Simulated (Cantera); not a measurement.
**Al + NH3 + H2 (aluminium nitride and oxide growth)**

Charge: 1 mol Al, 250 mol NH3, 400 mol H2, held at 1150 K and 0.100 bar.

Equilibrium computed with Cantera from the NASA thermochemical tables; the gas is ideal and each condensed phase is pure. Candidate condensed phases: Al, AlN; 13 gas species. The numbers say what is thermodynamically allowed, not how fast it happens.

| Item | Result |
|---|---|
| x(H2) | 0.862 |
| x(N2) | 0.138 |
| x(NH3) | 7.25e-6 |
| n(AlN(s)) | 1.00 mol |
| gas amount | 899.5 mol |
| log10 activity of Al(l) (absent) | -7.89 |
